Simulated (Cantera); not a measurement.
An isothermal, constant-pressure homogeneous reactor starts with H2 : O2 = 0.061 : 1 (molar parts), equivalence ratio 0.030, at 1425 K and 0.00592 atm.

Cantera simulation using the H2/O2 subset of GRI-Mech 3.0, which has no nitrogen chemistry; the numbers are that mechanism's predictions, not measurements. Radical loss at walls, strong at low pressure, is not modelled. The temperature is held fixed by assumption; the heat of reaction is taken as removed at once.

x: mole fraction; the columns are a selection and need not sum to one.

| t (s) | x H2 | x O2 | x H | x O | x OH |
|---|---|---|---|---|---|
| 3.00e-5 | 0.0575 | 0.943 | 1.81e-8 | 6.70e-9 | 6.52e-9 |
| 6.31e-5 | 0.0575 | 0.943 | 3.20e-8 | 2.45e-8 | 2.32e-8 |
| 0.000133 | 0.0575 | 0.943 | 6.27e-8 | 8.63e-8 | 7.81e-8 |
| 0.000279 | 0.0575 | 0.943 | ___ | ___ | ___ |
| 0.000588 | 0.0575 | 0.943 | 1.41e-6 | 3.16e-6 | 2.66e-6 |
| 0.00124 | 0.0571 | 0.942 | 8.60e-5 | 0.000196 | 0.000164 |
| 0.00260 | 0.00504 | 0.899 | 0.00897 | 0.0338 | 0.0101 |
| 0.00548 | 0.00109 | 0.894 | 0.00714 | 0.0416 | 0.00707 |
| 0.0115 | 0.00108 | 0.895 | 0.00697 | 0.0409 | 0.00702 |
| 0.0242 | 0.00105 | 0.896 | 0.00663 | 0.0395 | 0.00692 |
| 0.0510 | 0.000983 | 0.899 | ___ | 0.0369 | 0.00672 |
| 0.107 | 0.000865 | 0.905 | 0.00485 | 0.0319 | 0.00633 |
| 0.226 | 0.000667 | 0.913 | 0.00320 | 0.0241 | 0.00558 |
| 0.475 | 0.000409 | 0.924 | 0.00149 | 0.0144 | 0.00440 |
| 1.00 | 0.000184 | 0.933 | 0.000435 | 0.00632 | 0.00296 |

### Question
What belongs in the gaps?

### Answer

- 0.000279, x H: 1.86e-7
- 0.000279, x O: 3.64e-7
- 0.000279, x OH: 3.14e-7
- 0.0510, x H: 0.00598
